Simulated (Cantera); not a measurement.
Cantera run, input and output.

```python
import numpy as np
import cantera as ct

gas = ct.Solution("SiF4_NH3_mec.yaml", "gas")
gas.TPX = 1975, 38000, {'NH3': 1, 'N2': 7.3}
inlet = ct.Reservoir(gas, clone=True)

reactor = ct.IdealGasConstPressureReactor(gas, energy="off", clone=False)
exhaust = ct.Reservoir(gas, clone=True)
tau = [3.9, 1.5, 0.56, 0.22, 0.083, 0.032, 0.012, 0.0046][0]
for a, b in ((inlet, reactor), (reactor, exhaust)):
    ct.MassFlowController(a, b, mdot=lambda t: reactor.mass / tau)
net = ct.ReactorNet([reactor])
show = ['NH3', 'N2H4', 'N2H2', 'H2', 'N', 'H', 'NH']

rows = []
print(f"{'tau/s':>10s}{'T/K':>9s}" + "".join(f"{s:>11s}" for s in show))
for tau in [3.9, 1.5, 0.56, 0.22, 0.083, 0.032, 0.012, 0.0046]:
    net.initial_time = 0.0
    net.advance(30 * tau)
    before = gas.X
    net.advance(40 * tau)
    drift = np.max(np.abs(gas.X - before) / (gas.X + 1e-9))
    rows.append([gas.T, *gas[show].X, drift])
    print(f"{tau:10.3e}{gas.T:9.1f}" + "".join(f"{x:11.3e}" for x in gas[show].X))
```

It prints:

```
     tau/s      T/K        NH3       N2H4       N2H2         H2          N          H         NH
 3.900e+00   1975.0  4.334e-03  1.931e-10  1.343e-08  1.552e-01  6.571e-07  3.719e-04  2.457e-06
 1.500e+00   1975.0  1.035e-02  6.538e-10  3.640e-08  1.472e-01  6.982e-07  2.719e-04  3.437e-06
 5.600e-01   1975.0  2.327e-02  2.051e-09  9.299e-08  1.299e-01  7.254e-07  1.891e-04  4.668e-06
 2.200e-01   1975.0  4.427e-02  5.142e-09  1.972e-07  1.018e-01  7.166e-07  1.236e-04  5.856e-06
 8.300e-02   1975.0  7.193e-02  1.066e-08  3.507e-07  6.474e-02  6.419e-07  7.004e-05  6.714e-06
 3.200e-02   1975.0  9.522e-02  1.753e-08  4.925e-07  3.353e-02  4.785e-07  3.560e-05  6.758e-06
 1.200e-02   1975.0  1.096e-01  2.514e-08  5.790e-07  1.430e-02  2.576e-07  1.633e-05  5.894e-06
 4.600e-03   1975.0  1.161e-01  3.097e-08  5.845e-07  5.509e-03  1.018e-07  7.152e-06  4.603e-06
```

Cantera simulation using the gas-phase N/H chemistry of the illustrative SiF4/NH3 mechanism in the Surface Chemkin manual (1991); the numbers are that mechanism's predictions, not measurements. Walls and surfaces, which speed up NH3 decomposition in real reactors, are not modelled.
